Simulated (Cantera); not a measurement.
A freely propagating, adiabatic, planar premixed flame of 6.48 % CH4, 19.6 % O2, 73.9 % N2, equivalence ratio 0.66, unburnt at 525 K and 500000 Pa; mixture-averaged transport, grid criteria slope 0.08 and curve 0.16, no radiation.

Detailed kinetics in Cantera: GRI-Mech 3.0 (53 species, 325 reactions). Burning velocities carry a grid error of a few per cent, more on coarse grids.

**Question.** Predict: laminar burning velocity; thermal thickness; peak x(O); peak x(HCO); peak x(C2H4); peak x(H).

**Answer.** 
```
Property                      Value
------------------------  ---------
laminar burning velocity  25.7 cm/s
thermal thickness          0.183 mm
peak x(O)                  0.000950
peak x(HCO)                 6.10e-6
peak x(C2H4)               0.000322
peak x(H)                  0.000398
```
